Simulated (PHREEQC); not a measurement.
A column of 0.5 m (40 cells, dispersivity 0.018 m, 720 s a shift, diffusion coefficient 3e-10 m²/s) holds 0.0055 eq of the database's cation exchanger X per kg of pore water, first in equilibrium with 42 mmol/kgw NaCl, 62 mmol/kgw MnCl2 and 0.01 mmol/kgw HCl. It is flushed with 1.5 mmol/kgw Na2SO4, 0.41 mmol/kgw MnCl2 and 0.01 mmol/kgw HCl, at 25 °C. Values are for the last cell. The system is closed to CO2. Nothing may precipitate in this run.

All values are PHREEQC results (ion-association model, phreeqc.dat), not measurements.

Problem. Predict Mn in solution (mol/kgw) at pore volumes = 2.263, 2.562, 2.712, 2.862, 3.462.

Solution. 
```csv
pore volumes,Mn in solution (mol/kgw)
2.263,0.000497
2.562,0.000438
2.712,0.000426
2.862,0.000419
3.462,0.000411
```

Complexes and solids missing from the database can't appear.
